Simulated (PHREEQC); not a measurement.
1 kg of water holding 0.053 mol Na2CO3, 0.018 mol NaCl and 0.2 mol KCl is evaporated at 25 °C; the solids stay in contact with the brine. CO2 is held at log p = -3.4 (atm). The run lets Halite, Kalicinite, Nahcolite, Natron, Sylvite, Trona precipitate or redissolve, and no other solid.

The series has 28 steps of water left (kg), from 0.9997 to 0.003523.

The numbers come from PHREEQC with the Pitzer model, pitzer.dat.

Q: Which solids form, in which order, and at which step of the series does each first stand?

A: Sylvite from water left = 0.0433 kg (pH 10.17); Trona from water left = 0.02916 kg (pH 10.21); Halite from water left = 0.003523 kg (pH 9.83).
